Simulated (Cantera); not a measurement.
## C3H6 + H2O + N2 + CO2 (carbon deposition, reforming and gasification)

A closed system holds: 1 mol C3H6, 0.076 mol H2O, 0.35 mol N2, 0.081 mol CO2, held at 0.000290 bar.

These are equilibrium values from Cantera (NASA tables, ideal gas, pure condensed phases), not measurements of a reactor. Candidate condensed phases: C, C6H6, C7H8, C8H18, H2O; 136 gas species. Kinetics and transport are ignored.

From 525 °C to 1725 °C the condensed part is C(graphite). The main C-bearing gas is CO throughout.

```json
[
 {"T (°C)": "525", "x H2": "0.839", "x N2": "0.0956", "x H": "1.43e-10", "x CO": "0.0644", "x HCN": "2.52e-8", "x C2H2 (acetylene)": "<1e-12", "x H2O": "0.000386", "x CH4": "0.000284", "n C(graphite)": "2.84"},
 {"T (°C)": "675", "x H2": "0.839", "x N2": "0.0955", "x H": "2.82e-8", "x CO": "0.0649", "x HCN": "6.10e-7", "x C2H2 (acetylene)": "2.17e-10", "x H2O": "1.53e-5", "x CH4": "3.51e-5", "n C(graphite)": "2.84"},
 {"T (°C)": "825", "x H2": "0.840", "x N2": "0.0955", "x H": "1.33e-6", "x CO": "0.0650", "x HCN": "6.13e-6", "x C2H2 (acetylene)": "1.07e-8", "x H2O": "1.45e-6", "x CH4": "7.47e-6", "n C(graphite)": "2.84"},
 {"T (°C)": "975", "x H2": "0.839", "x N2": "0.0955", "x H": "2.51e-5", "x CO": "0.0650", "x HCN": "3.52e-5", "x C2H2 (acetylene)": "2.04e-7", "x H2O": "2.43e-7", "x CH4": "2.28e-6", "n C(graphite)": "2.84"},
 {"T (°C)": "1125", "x H2": "0.839", "x N2": "0.0954", "x H": "0.000255", "x CO": "0.0649", "x HCN": "0.000138", "x C2H2 (acetylene)": "2.06e-6", "x H2O": "5.99e-8", "x CH4": "8.92e-7", "n C(graphite)": "2.84"},
 {"T (°C)": "1275", "x H2": "0.838", "x N2": "0.0952", "x H": "0.00166", "x CO": "0.0649", "x HCN": "0.000414", "x C2H2 (acetylene)": "1.31e-5", "x H2O": "1.94e-8", "x CH4": "4.18e-7", "n C(graphite)": "2.84"},
 {"T (°C)": "1425", "x H2": "0.832", "x N2": "0.0946", "x H": "0.00774", "x CO": "0.0647", "x HCN": "0.00102", "x C2H2 (acetylene)": "5.99e-5", "x H2O": "7.62e-9", "x CH4": "2.21e-7", "n C(graphite)": "2.84"},
 {"T (°C)": "1575", "x H2": "0.812", "x N2": "0.0931", "x H": "0.0281", "x CO": "0.0640", "x HCN": "0.00212", "x C2H2 (acetylene)": "0.000209", "x H2O": "3.41e-9", "x CH4": "1.26e-7", "n C(graphite)": "2.83"},
 {"T (°C)": "1725", "x H2": "0.761", "x N2": "0.0896", "x H": "0.0822", "x CO": "0.0623", "x HCN": "0.00382", "x C2H2 (acetylene)": "0.000577", "x H2O": "1.62e-9", "x CH4": "7.17e-8", "n C(graphite)": "2.82"}
]
```
x: gas mole fraction; n: condensed amount in mol.
